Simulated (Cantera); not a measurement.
# Boron, boron nitride and boron oxide: B2O3 + N2

A closed system holds: 1 mol B2O3, 5.7 mol N2, at 0.0133 bar.

Equilibrium computed with Cantera from the NASA thermochemical tables; the gas is ideal and each condensed phase is pure. Candidate condensed phases: B, BN, B2O3; 17 gas species. The numbers say what is thermodynamically allowed, not how fast it happens.

From 1425 K to 1725 K the condensed part is B2O3(l). From 1800 K to 2250 K nothing is condensed. The main B-bearing gas is B2O3 throughout.

```tsv
T (K)	x N2	x B2O3	x BO	x BO2	x B2O2	n B2O3(l)
1425	1.000	0.000322	8.50e-8	1.18e-7	2.24e-8	0.998
1500	0.998	0.00163	5.94e-7	8.67e-7	1.66e-7	0.991
1575	0.993	0.00699	3.44e-6	5.22e-6	1.02e-6	0.960
1650	0.974	0.0261	1.69e-5	2.65e-5	5.28e-6	0.847
1725	0.913	0.0863	7.24e-5	0.000117	2.36e-5	0.460
1800	0.851	0.149	0.000218	0.000327	5.92e-5	0
1875	0.850	0.149	0.000482	0.000637	8.88e-5	0
1950	0.850	0.148	0.000991	0.00119	0.000126	0
2025	0.849	0.147	0.00191	0.00212	0.000172	0
2100	0.848	0.145	0.00351	0.00364	0.000227	0
2175	0.845	0.142	0.00613	0.00598	0.000292	0
2250	0.842	0.137	0.0103	0.00943	0.000367	0
```
x: gas mole fraction; n: condensed amount in mol.
